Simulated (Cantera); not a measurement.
An adiabatic, constant-volume homogeneous reactor starts with 21.5 % CO, 12.0 % H2, 14.0 % O2, 52.5 % N2, at 1575 K and 7500 Torr.

Cantera simulation using GRI-Mech 3.0 (53 species, 325 reactions); the numbers are that mechanism's predictions, not measurements. The hydrogen kinetics of GRI-Mech 3.0 are dated; newer H2 mechanisms differ, most at raised pressure. Above 3000 K some thermodynamic fits are extrapolated.

Question: Predict: time of steepest temperature rise; temperature at 0.900 s; equilibrium temperature; x(CO) at 0.900 s; x(H2) at 0.900 s; x(O2) at 0.900 s; x(O) at 0.900 s; x(NO) at 0.900 s.

Answer: time of steepest temperature rise: 1.51 µs
temperature at 0.900 s: 3181 K
equilibrium temperature: 3181 K
x(CO) at 0.900 s: 0.119 (gas-phase equilibrium 0.119)
x(H2) at 0.900 s: 0.0137 (gas-phase equilibrium 0.0137)
x(O2) at 0.900 s: 0.0207 (gas-phase equilibrium 0.0207)
x(O) at 0.900 s: 0.00689 (gas-phase equilibrium 0.00689)
x(NO) at 0.900 s: 0.0158 (gas-phase equilibrium 0.0158)
